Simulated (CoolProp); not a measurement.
Properties of carbon dioxide along the isotherm 61.55 °C.

Model: reference Helmholtz-energy equation of state, Span 1996, in CoolProp.

```
p (MPa)          phase  cp (kJ/(kg K))  cv (kJ/(kg K))  isothermal compressibility (1/MPa)  conductivity (mW/(m K))  Prandtl number
-------  -------------  --------------  --------------  ----------------------------------  -----------------------  --------------
1.54               gas          0.9599          0.7158                              0.6872               (withheld)      (withheld)
3.07               gas           1.065          0.7427                              0.3689               (withheld)           0.852
4.61               gas           1.211          0.7735                              0.2671                     23.1           0.927
6.15               gas      (withheld)          0.8092                              0.2225                     25.5            1.03
7.68     supercritical           1.776          0.8512                              0.2036                     29.1            1.20
9.22     supercritical           2.382          0.9016                          (withheld)                     35.1            1.47
10.8     supercritical           3.430          0.9570                              0.2010                     44.6            1.96
12.3     supercritical           4.219          0.9855                              0.1637                     54.5      (withheld)
13.8     supercritical           3.913          0.9754                             0.09999                     61.1            2.51
15.4     supercritical           3.341          0.9552                             0.05941                     66.2            2.31
16.9     supercritical           2.964          0.9405                             0.04054                     70.3      (withheld)
18.4     supercritical           2.710          0.9301                             0.03008                     73.9            2.03
```

Q: What belongs in the gaps?

A: 
- 1.54, conductivity (mW/(m K)): 20.3
- 1.54, Prandtl number: 0.797
- 3.07, conductivity (mW/(m K)): 21.5
- 6.15, cp (kJ/(kg K)): 1.429
- 9.22, isothermal compressibility (1/MPa): 0.2007
- 12.3, Prandtl number: 2.46
- 16.9, Prandtl number: 2.15

The peak of cp marks the crossing from liquid-like to gas-like fluid above the critical point.

Viscosity comes from a separate model (Laesecke 2017). Thermal conductivity comes from a separate model (Huber 2016).
